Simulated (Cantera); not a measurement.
Mixture: C3H8 : O2 : N2 = 1 : 2.94 : 19.1 (molar parts), at 21.7 atm, adiabatic and at constant volume. Ignition delay is the time to a rise of 400 K.

Model: GRI-Mech 3.0 (53 species, 325 reactions), integrated in Cantera. GRI-Mech 3.0 was tuned for natural gas; its chemistry of propane as a main component is partial and can be far from experiment. The pressure lies above the range GRI-Mech 3.0 was tuned for (to about 10 atm).

Question: What does this change do: constant pressure in place of constant volume?

Answer: 
```tsv
quantity	before	after
delay at 1148 K	3.42 ms	3.54 ms
delay at 1223 K	0.912 ms	0.960 ms
delay at 1298 K	0.261 ms	0.280 ms
delay at 1373 K	83.9 µs	91.6 µs
delay at 1448 K	31.0 µs	34.4 µs
delay at 1523 K	13.2 µs	14.9 µs
apparent activation energy between 1373 and 1523 K	210 kJ/mol	210 kJ/mol
```
